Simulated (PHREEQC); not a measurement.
Synthetic water in mg/kgw, 25 °C, pH 6.99, pe 9.8: Na 59.3; K 340; Ca 118; Mg 187; Cl 601; S(6) as SO4 447; Alkalinity as HCO3 350; N(5) as NO3 2.74; Si as SiO2 0.427; F 4.27; Li 0.248.

Valence states are taken as typed.

Model: ion-association model, phreeqc.dat, run in PHREEQC.

No solid was allowed to form.

Task: Order these S species by the share of S that they hold, largest first: NaSO4-, MgSO4, SO4-2, CaSO4, KSO4-.

Result: SO4-2 (66 %), MgSO4 (24 %), CaSO4 (7.2 %), KSO4- (1.9 %), NaSO4- (0.41 %)

Task: Order these Ca species by the share of Ca that they hold, largest first: CaSO4, Ca+2, CaHCO3+, CaCO3.

Result: Ca+2 (86 %), CaSO4 (11 %), CaHCO3+ (2.9 %), CaCO3 (0.15 %)

The pH is 6.99 and the ionic strength 0.0410 mol/kgw. Saturation is exceeded, for instance for Fluorite; the values hold only as long as no solid forms. SiF6-2 is the database's only silicon fluoride.
